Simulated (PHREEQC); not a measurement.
0.19 g of hydrous ferric oxide (600 m²/g; 0.2 weak and 0.005 strong sites per Fe, Dzombak-Morel constants, diffuse double layer) in 1 kg of water with 0.005 mol/kgw of an inert sodium salt, at 25 °C; the pH is set by adding NaOH or the inert anion's acid. Oxygen alone is held at its pressure in air (log pO2 = -0.68). CO2 from the air is kept out. Nothing may precipitate in this run.

Base run: PHREEQC, ion-association model, wateq4f.dat. Each further column changes one thing. The table gives surface charge σ (C/m²).

```tsv
pH	base	background salt from 0.005 to 0.0005 mol/kgw	oxide from 0.19 to 0.95 g/kgw	0.00048 mol/kgw CuSO4 added
3	0.303	0.242	0.308	0.032
3.38	0.258	0.174	0.263	0.030
3.75	0.212	0.124	0.217	0.029
4.5	0.131	0.063	0.134	0.028
4.88	0.099	0.044	0.101	0.027
5.25	0.074	0.030	0.075	0.028
5.62	0.054	0.021	0.054	0.030
6.38	0.026	0.009	0.026	0.037
6.75	0.017	0.006	0.017	0.040
7.12	0.011	0.004	0.011	0.039
7.5	0.006	0.002	0.006	0.036
8.25	-0.001	0.000	-0.001	0.024
8.62	-0.005	-0.002	-0.005	0.017
9	-0.009	-0.003	-0.009	0.010
```

The oxide is taken as insoluble; below pH 4 it would dissolve. In at least one series the solution becomes supersaturated in solids that the run did not let form, among them Cu(OH)2, Brochantite, Antlerite. The database's constant for dissolved Cu(OH)2 is higher than later reviews accept.
